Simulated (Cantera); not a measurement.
## Gas activation for diamond growth

An isothermal, constant-pressure homogeneous reactor starts with 2.96 % CH₄, 95.4 % H₂, 1.62 % N₂, at 1925 K and 23000 Pa.

Cantera simulation using GRI-Mech 3.0 (53 species, 325 reactions); the numbers are that mechanism's predictions, not measurements. GRI-Mech 3.0 stops at C3 and has no aromatics, soot or wall deposition, so with more carbon than oxygen in the feed, carbon stays in small species such as C2H2 where larger ones or solid carbon would form.

```
t (s)        x CH₄   x H₂    x C₂H₂     x CH₃       x H
--------  --------  -----  --------  --------  --------
2.00e-5     0.0295  0.954  7.70e-11   3.89e-5   6.14e-5
0.000118    0.0293  0.954   1.72e-7  0.000222  0.000362
0.000700    0.0281  0.953  0.000198  0.000892   0.00153
0.00414     0.0216  0.956   0.00337  0.000825   0.00184
0.0245     0.00890  0.963   0.00982  0.000352   0.00191
0.145      0.00197  0.967    0.0133   7.94e-5   0.00196
0.857     0.000657  0.968    0.0140   2.67e-5   0.00197
5.07      0.000629  0.968    0.0140   2.55e-5   0.00198
30.0      0.000629  0.968    0.0140   2.55e-5   0.00198
```
x: mole fraction; the columns are a selection and need not sum to one.

Equilibrium at this temperature and pressure: CH₄ 0.000541, H₂ 0.968, C₂H₂ 0.0104, CH₃ 2.20e-5, H 0.00198 (gas phase only).
